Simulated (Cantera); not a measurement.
What does this Cantera script print?

```python
import numpy as np
import cantera as ct

gas_names = """
    H HNO HNO2 HNO3 HO2 H2 H2O H2O2 N NH NH2 NH3 NH2OH NO NO2 NO3 N2 N2H2 N2H4 N2O O OH O2 O3 Si SiH
    SiH2 SiH3 SiH4 SiN SiO SiO2 Si2 Si2N Si3
""".split()
cond_names = """
    H2O(s) H2O(L) Si(cr) Si(L) SiO2(Lqz) SiO2(hqz) SiO2(L) Si2N2O(s) Si3N4(a)
""".split()


def load(file, names, dense=False):
    # The tables refer to 1 bar. Condensed volumes are neglected.
    table = {s.name: s for s in ct.Species.list_from_file(file)}
    out = []
    for n in names:
        d = dict(table[n].input_data)
        d["thermo"] = dict(d["thermo"], **{"reference-pressure": 1e5})
        if dense:
            d["equation-of-state"] = {"model": "constant-volume", "density": "1e6 g/cm^3"}
        out.append(ct.Species.from_dict(d))
    return out


gas = ct.Solution(thermo="ideal-gas", species=load("nasa_gas.yaml", gas_names))
cond = {s.name: ct.Solution(thermo="fixed-stoichiometry", species=[s], name=s.name)
        for s in load("nasa_condensed.yaml", cond_names, dense=True)}
atoms = {
    'Si3N4': {'Si': 3, 'N': 4},
    'N2O': {'N': 2, 'O': 1},
    'H2': {'H': 2},
}
top_T = {'Si2N2O(s)': 2100, 'Si3N4(a)': 2400}  # K; cautious upper limits of use, not melting points


def equilibrate(T, P, feed):
    n = {}
    for name, mol in feed.items():
        for a, k in atoms[name].items():
            n[a] = n.get(a, 0.0) + k * mol
    gas.TPX = T, P, n
    mass = sum(n.values()) * gas.mean_molecular_weight
    gas.equilibrate("TP")
    valid = [c for c in cond.values() if c.min_temp <= T <= top_T.get(c.name, c.max_temp)]
    mix = ct.Mixture([(gas, mass / gas.mean_molecular_weight)] + [(c, 0.0) for c in valid])
    mix.T, mix.P = T, P
    mix.equilibrate("TP", solver="vcs", rtol=1e-11, max_steps=5000)
    return mix


results = []
feed = {'Si3N4': 1, 'N2O': 0.018, 'H2': 110}  # mol
T = 1548.15  # K
P = 133.322  # Pa
mix = equilibrate(T, P, feed)
results.append((T, P, feed, dict(zip(mix.species_names, mix.species_moles))))
x = sorted(zip(gas.X, gas.species_names), reverse=True)
print(f"T = {T:g} K  P = {P:g} Pa  gas = {mix.phase_moles(0):.4g} mol")
print("   x: " + "  ".join(f"{s} {v:.3e}" for v, s in x if v > 1e-05))
print("   condensed (mol): " + ("  ".join(f"{mix.phase(i).name} {mix.phase_moles(i):.4g}"
      for i in range(1, mix.n_phases) if mix.phase_moles(i) > 1e-12) or "none"))
```

Result:

```
T = 1548.15 K  P = 133.322 Pa  gas = 112.1 mol
   x: H2 9.810e-01  N2 1.800e-02  H 8.367e-04  SiO 1.606e-04  Si 2.391e-05
   condensed (mol): Si(cr) 2.979
```

Cantera equilibrium calculation (NASA polynomials, part measured and part estimated; ideal gas, pure solids and liquids).
